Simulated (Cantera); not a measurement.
Thermodynamics of iron carbonyl, mercury and lead vapours, feed Hg + H2

A closed system holds: 1 mol Hg, a varied amount of H2, equilibrated at 1600 K and 0.750 bar.

Cantera equilibrium calculation (NASA polynomials, part measured and part estimated; ideal gas, pure solids and liquids). Candidate condensed phases: Hg; 3 gas species. Rates play no part.

From 0.13 mol H2 to 5.3 mol H2 nothing is condensed. The main Hg-bearing gas is Hg throughout.

```tsv
n(H2) (mol)	x Hg	x H2	x H
0.13	0.885	0.115	2.13e-5
0.22	0.820	0.180	2.67e-5
0.38	0.725	0.275	3.29e-5
0.64	0.610	0.390	3.92e-5
1.1	0.476	0.524	4.54e-5
1.8	0.357	0.643	5.03e-5
3.1	0.244	0.756	5.46e-5
5.3	0.159	0.841	5.76e-5
```
x: gas mole fraction; nothing condenses.
